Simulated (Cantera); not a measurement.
An adiabatic, constant-pressure homogeneous reactor starts with CO : H₂ : O₂ : N₂ = 1 : 0.084 : 1.26 : 4.74 (molar parts), equivalence ratio 0.43, at 1775 K and 1800 Torr. Integrator tolerance rtol = 1e-08.

Cantera simulation using GRI-Mech 3.0 (53 species, 325 reactions); the numbers are that mechanism's predictions, not measurements. The hydrogen kinetics of GRI-Mech 3.0 are dated; newer H2 mechanisms differ, most at raised pressure.

**Question.** What does this change do: CO 1 to 0.35 parts?

**Answer.** 
```
quantity                                                              before                                      after
---------------------------------  -----------------------------------------  -----------------------------------------
time of steepest temperature rise                                    20.8 µs                                    10.7 µs
temperature at 2.00 s                                                 2655 K                                     2233 K
equilibrium temperature                                               2655 K                                     2233 K
x(CO) at 2.00 s                        0.0208 (gas-phase equilibrium 0.0208)  0.000678 (gas-phase equilibrium 0.000678)
x(H₂) at 2.00 s                    0.000237 (gas-phase equilibrium 0.000237)    2.87e-5 (gas-phase equilibrium 2.87e-5)
x(O₂) at 2.00 s                          0.104 (gas-phase equilibrium 0.104)        0.161 (gas-phase equilibrium 0.161)
x(CO₂) at 2.00 s                         0.130 (gas-phase equilibrium 0.130)      0.0556 (gas-phase equilibrium 0.0556)
x(NO) at 2.00 s                        0.0199 (gas-phase equilibrium 0.0199)      0.0117 (gas-phase equilibrium 0.0117)
x(HO₂) at 2.00 s                     4.81e-6 (gas-phase equilibrium 4.81e-6)    2.40e-6 (gas-phase equilibrium 2.40e-6)
```
